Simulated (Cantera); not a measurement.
Input: 1 mol Fe₃O₄, 0.4 mol H₂, at 1125 K and 133 Pa.

Method: chemical equilibrium by Gibbs-energy minimisation in Cantera with the NASA 1993 tables (ideal gas, pure condensed phases). Candidate condensed phases: Fe, FeO, Fe(OH)₂, Fe(OH)₃, Fe₂O₃, Fe₃O₄, H₂O; 12 gas species. Mutual solubility and eutectic melting of coexisting phases are not modelled. The tables' stoichiometric FeO is somewhat more stable than real wüstite, so its field is too wide. FeO: taken at fixed stoichiometry. Equilibrium is a limit: real reactors are often held back by kinetics, nucleation or transport.

Base state: H₂O 0.952, H₂ 0.0477 (mole fractions); condensed: FeO(s) + Fe₃O₄(s).

What changes in the equilibrium state with this change: temperature from 1125 K to 1923.15 K?


```
species         before     after
-------------  -------  --------
H₂O              0.952     0.550
O₂               <1e-9     0.417
OH             2.77e-8    0.0202
H₂              0.0477   0.00367
FeO              <1e-9  0.000849
O                <1e-9   0.00641
Fe               <1e-9  0.000345
H              2.66e-7   0.00157
Fe(OH)₂        1.20e-7  0.000151
FeO(s), mol       1.14         0
Fe₃O₄(s), mol    0.619         0
FeO(l), mol          0      3.00
```

What changes in the equilibrium state with this change: 0.14 mol CH₄ added?


```tsv
species	before	after
H₂O	0.952	0.790
CO₂	0	0.162
H₂	0.0477	0.0395
CO	0	0.00891
FeO(s), mol	1.14	2.76
Fe₃O₄(s), mol	0.619	0.0797
```
Further candidate phases: C, C₆H₆, C₇H₈, C₈H₁₈, Fe(CO)₅.
